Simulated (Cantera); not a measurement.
An adiabatic, constant-pressure homogeneous reactor starts with CO : H2 : O2 : N2 = 1 : 0.19 : 0.238 : 0.895 (molar parts), equivalence ratio 2.5, at 975 K and 0.560 bar. Integrator tolerance rtol = 1e-08.

Model: GRI-Mech 3.0 (53 species, 325 reactions), integrated in Cantera.

| quantity | before | after |
|---|---|---|
| time of steepest temperature rise | 0.779 ms | 33.7 µs |
| temperature at 2.00 s | 2470 K | 2761 K |
| equilibrium temperature | 2470 K | 2761 K |
| x(CO) at 2.00 s | 0.320 (gas-phase equilibrium 0.320) | 0.331 (gas-phase equilibrium 0.331) |
| x(H2) at 2.00 s | 0.0218 (gas-phase equilibrium 0.0218) | 0.0201 (gas-phase equilibrium 0.0201) |
| x(O2) at 2.00 s | 0.000427 (gas-phase equilibrium 0.000427) | 0.00508 (gas-phase equilibrium 0.00508) |
| x(HO2) at 2.00 s | 8.84e-8 (gas-phase equilibrium 8.84e-8) | 1.06e-6 (gas-phase equilibrium 1.06e-6) |
| x(H2O2) at 2.00 s | 6.67e-9 (gas-phase equilibrium 6.67e-9) | 3.56e-8 (gas-phase equilibrium 3.56e-8) |
| x(CO2) at 2.00 s | 0.157 (gas-phase equilibrium 0.157) | 0.137 (gas-phase equilibrium 0.137) |

Task: Which change was made?
A. constant volume in place of constant pressure
B. H2 0.19 to 0.11 parts
C. initial temperature 975 to 1575 K
D. pressure from 0.560 bar to 1.10 bar

Result: C, initial temperature 975 to 1575 K
